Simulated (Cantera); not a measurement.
# Thermodynamics of iron carbonyl, mercury and lead vapours, feed Pb + CO + N₂

Charge: 1 mol Pb, 0.19 mol CO, 8.8 mol N₂, equilibrated at 773 K.

These are equilibrium values from Cantera (NASA tables, ideal gas, pure condensed phases), not measurements of a reactor. Candidate condensed phases: C, Pb, PbO, PbO₂, Pb₃O₄; 27 gas species. Kinetics and transport are ignored.

| P (Pa) | x N₂ | x CO | x CO₂ | x Pb | n C(graphite) | n Pb(l) |
|---|---|---|---|---|---|---|
| 10 | 0.979 | 0.0211 | 1.09e-5 | 0.000231 | 9.78e-5 | 0.998 |
| 52 | 0.979 | 0.0210 | 5.61e-5 | 4.44e-5 | 0.000505 | 1.000 |
| 270 | 0.979 | 0.0206 | 0.000279 | 8.55e-6 | 0.00251 | 1.000 |
| 1400 | 0.980 | 0.0188 | 0.00120 | 1.65e-6 | 0.0108 | 1.000 |
| 7200 | 0.982 | 0.0142 | 0.00353 | 3.21e-7 | 0.0316 | 1.000 |
| 37000 | 0.985 | 0.00843 | 0.00642 | 6.24e-8 | 0.0574 | 1.000 |
| 190000 | 0.987 | 0.00428 | 0.00852 | 1.22e-8 | 0.0759 | 1.00 |
| 1000000 | 0.988 | 0.00199 | 0.00967 | 2.31e-9 | 0.0861 | 1.00 |
x: gas mole fraction; n: condensed amount in mol.

From 10.0 Pa to 10.0 bar the condensed part is C(graphite) + Pb(l).
